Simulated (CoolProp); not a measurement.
The fluid at 329.32 K and 0.258 MPa is compressed adiabatically to 0.952 MPa with isentropic efficiency 0.6. The same conditions are run with several fluids, on thermodynamics alone (safety and materials aside).

Values from CoolProp's reference Helmholtz-energy equation of state of each fluid (trans-2-butene: Lemmon 2005; R114: Platzer 1990; R404A: Lemmon 2003; propylene: Lemmon 2013). The equations of Platzer and Polt are older, rougher fits. Blends and air are pseudo-pure fits.

Problem. Rank trans-2-butene, R114, R404A, propylene by work (kJ/kg), highest first.

Solution. propylene (147), trans-2-butene (103), R404A (61.9), R114 (32.7)

```
fluid           final temperature (K)  final density (kg/m³)
--------------  ---------------------  ---------------------
trans-2-butene                  394.1                   18.5
R114                            381.2                   60.5
R404A                           397.0                   29.9
propylene                       414.8                   12.2
```
